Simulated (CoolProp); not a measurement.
A simple Rankine cycle with R1224YDZ: condensing at 320.15 K, boiler at 0.778 MPa, turbine inlet 370.5 K, turbine efficiency 0.65, pump efficiency 0.8, no recuperator. Each further row changes one setting.

Model: reference Helmholtz-energy equation of state, Akasaka 2023, in CoolProp.

| case | thermal efficiency (%) | net work (kJ/kg) | heat in (kJ/kg) | turbine exit temperature (K) | volume ratio over the turbine |
|---|---|---|---|---|---|
| as stated | 5.5 | 10.5 | 190 | 350.0 | 2.68 |
| turbine inlet 390.5 K | 5.4 | 11.4 | 210 | 371.0 | 2.64 |
| condensing temperature 312.15 K | 6.6 | 13.3 | 200 | 345.4 | 3.43 |
| boiler pressure 0.545 MPa | 3.5 | 6.89 | 194 | 358.6 | 1.82 |
| turbine efficiency 0.55 | 4.6 | 8.78 | 190 | 351.8 | 2.70 |
